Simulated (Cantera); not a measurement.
Input: 1 mol B, a varied amount of O₂, 77 mol H₂, equilibrated at 2173.15 K and 0.520 bar.

Cantera equilibrium calculation (NASA polynomials, part measured and part estimated; ideal gas, pure solids and liquids). Candidate condensed phases: B, B₂O₃, B₃O₃H₃, H₂O; 23 gas species. Gases not in the tables: B₂H₆ and higher boranes. Rates play no part.

Q: Which condensed phases are stable at each of these points (n(O₂) (mol)): 0.24, 0.39, 0.54, 0.69, 0.84, 0.99, 1.1, 1.3, 1.4, 1.6, 1.7?

A: 
```tsv
n(O₂) (mol)	condensed phases	B condensed (%)
0.24	B(s)	42.7
0.39	B(s)	12.8
0.54	gas only	0.0
0.69	gas only	0.0
0.84	gas only	0.0
0.99	gas only	0.0
1.1	gas only	0.0
1.3	gas only	0.0
1.4	gas only	0.0
1.6	gas only	0.0
1.7	gas only	0.0
```

From 0.24 mol O₂ to 0.39 mol O₂ the condensed part is B(s). From 0.54 mol O₂ to 1.7 mol O₂ nothing is condensed.
